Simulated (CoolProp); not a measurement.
Vapour-liquid equilibrium of CHF3 (R23) (1) + C2F6 (R116) (2) at -54.95 °C; x and y are mole fractions of (1).

The numbers come from the multi-fluid Helmholtz-energy mixture model, Penoncello 2003 and Lemmon 2006; pair parameters Bell 2016 in CoolProp.

```tsv
x	bubble pressure, mixture model (bar)	bubble pressure, Raoult's law (bar)	y, mixture model	y, Raoult's law
0.05	3.491	3.071	0.160	0.063
0.15	4.126	3.158	0.335	0.185
0.25	4.499	3.244	0.430	0.300
0.35	4.715	3.331	0.492	0.409
0.45	4.834	3.418	0.538	0.513
0.55	4.889	3.504	0.579	0.611
0.65	4.888	3.591	0.622	0.705
0.75	4.818	3.678	0.674	0.794
0.85	4.633	3.764	0.751	0.879
0.95	4.231	3.851	0.886	0.961
```

The largest gap from Raoult's law is +41.5 % in bubble pressure, at x = 0.35. y crosses x between x = 0.55 and 0.65: the model has an azeotrope there.

Pair parameters are fitted to limited data, so mixtures are less certain than the pure fluids.
